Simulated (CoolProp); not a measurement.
Vapour-liquid equilibrium of CHF3 (R23) (1) + R113 (2) at 265.1 K; x and y are mole fractions of (1).

The numbers come from the multi-fluid Helmholtz-energy mixture model, Penoncello 2003 and Marx 1992; pair parameters Bell 2016 in CoolProp.

| x | bubble pressure (kPa) | y at the bubble point | dew pressure at overall composition x (kPa) | liquid density (mol/L) |
|---|---|---|---|---|
| 0.05 | 176.3 | 0.942 | ___ | 9.000 |
| 0.15 | ___ | 0.980 | 11.82 | ___ |
| 0.25 | 875.8 | 0.987 | 13.41 | 10.08 |
| 0.35 | ___ | 0.990 | 15.48 | 10.68 |
| 0.45 | ___ | 0.991 | 18.31 | 11.33 |
| 0.55 | 1435 | 0.992 | 22.39 | 12.02 |
| 0.65 | 1508 | 0.992 | 28.80 | 12.77 |
| 0.75 | 1582 | 0.993 | 40.37 | 13.56 |
| 0.85 | 1690 | 0.994 | 67.48 | 14.39 |
| 0.95 | 1867 | 0.997 | 205.8 | 15.22 |

Problem. Complete the blanks.

Solution. 
- 0.05, dew pressure at overall composition x (kPa): 10.57
- 0.15, bubble pressure (kPa): 536.5
- 0.15, liquid density (mol/L): 9.519
- 0.35, bubble pressure (kPa): 1144
- 0.45, bubble pressure (kPa): 1325

No azeotrope shows between x = 0.05 and 0.95.

The pair parameters rest on a limited set of measurements; away from them the model extrapolates. The gap from Raoult's law changes sign with composition, which may be real or a fault of the pair parameters; it wasn't checked against measurements. With so large a gap from Raoult's law the liquid may split in two, which this calculation doesn't test in full.
